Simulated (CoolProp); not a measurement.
n-heptane along the isotherm 393.8 K: fugacity coefficient from the reference equation and from simpler models built on Tc = 541.2 K, pc = 27.74 bar, ω = 0.349; each cubic takes its own stable root.

Values from CoolProp's reference Helmholtz-energy equation of state, Span 2003. It is a short technical equation, of lower accuracy than the large ones.

```tsv
p (bar)	phase	reference	van der Waals	Redlich-Kwong	Peng-Robinson
0.219	gas	0.9912	0.9951	0.9935	0.9922
0.499	gas	0.9800	0.9888	0.9851	0.9821
1.14	gas	0.9544	0.9743	0.9661	0.9593
2.58	liquid	0.6720	0.9419	0.9234	0.6725
5.88	liquid	0.2999	0.8672	0.5190	0.3001
13.4	liquid	0.1368	0.4529	0.2385	0.1369
30.5	liquid	0.06562	0.2307	0.1162	0.06560
69.3	liquid	0.03517	0.1405	0.06437	0.03507
```

At some of these states van der Waals, Redlich-Kwong gives the other phase, because its saturation line lies elsewhere.
